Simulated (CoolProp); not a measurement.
Properties of CHF3 (R23) along the isotherm -113.55 °C.

Values from CoolProp's reference Helmholtz-energy equation of state, Penoncello 2003.

| p (kPa) | phase | Z | cp (kJ/(kg K)) | viscosity (µPa s) | Prandtl number |
|---|---|---|---|---|---|
| 1610 | liquid | 0.05433 | 1.200 | 564 | 3.96 |
| 3220 | liquid | 0.1085 | 1.198 | 572 | 3.99 |
| 4830 | liquid | 0.1625 | 1.196 | 579 | 4.01 |
| 6440 | liquid | 0.2163 | 1.193 | 587 | 4.04 |
| 8050 | liquid | 0.2699 | 1.192 | 594 | 4.07 |
| 9660 | liquid | 0.3233 | 1.190 | 602 | 4.10 |
| 11300 | liquid | 0.3776 | 1.188 | 610 | 4.13 |
| 12900 | liquid | 0.4305 | 1.186 | 618 | 4.15 |
| 14500 | liquid | 0.4831 | 1.184 | 625 | 4.18 |
| 16100 | liquid | 0.5356 | 1.183 | 633 | 4.21 |
| 17700 | liquid | 0.5880 | 1.181 | 641 | 4.24 |
| 19300 | liquid | 0.6402 | 1.179 | 649 | 4.27 |
| 20900 | liquid | 0.6923 | 1.178 | 657 | 4.30 |
| 22500 | liquid | 0.7443 | 1.176 | 665 | 4.33 |
| 24200 | liquid | 0.7993 | 1.175 | 673 | 4.36 |

Viscosity comes from a separate model (Shan 2000). Thermal conductivity comes from a separate model (Shan 2000).
